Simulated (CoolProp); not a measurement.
Properties of propylene at several states.

The numbers come from the reference Helmholtz-energy equation of state, Lemmon 2013 in CoolProp.

```tsv
T (K)	p (MPa)	phase	cp (kJ/(kg K))	isothermal compressibility (1/MPa)	expansivity (1/kK)	conductivity (mW/(m K))	fugacity coefficient
212.7	0.403	liquid	2.145	0.001570	1.917	151	0.1335
347.4	19.5	liquid	2.605	0.005854	?	109	0.2051
253.2	0.269	gas	1.485	?	4.960	12.9	0.9366
134.7	0.0423	liquid	2.074	0.0006743	?	178	0.001308
124.6	0.0213	liquid	2.087	0.0006138	1.548	180	0.0005061
273.3	11.9	liquid	2.316	0.002737	2.179	132	?
```

Problem. What belongs in the gaps?

Solution. 
- 347.4, expansivity (1/kK): 2.729
- 253.2, isothermal compressibility (1/MPa): 4.010
- 134.7, expansivity (1/kK): 1.564
- 273.3, fugacity coefficient: 0.06404

Thermal conductivity comes from a separate model (Huber 2003), an estimate that may be off by 10 % or more.
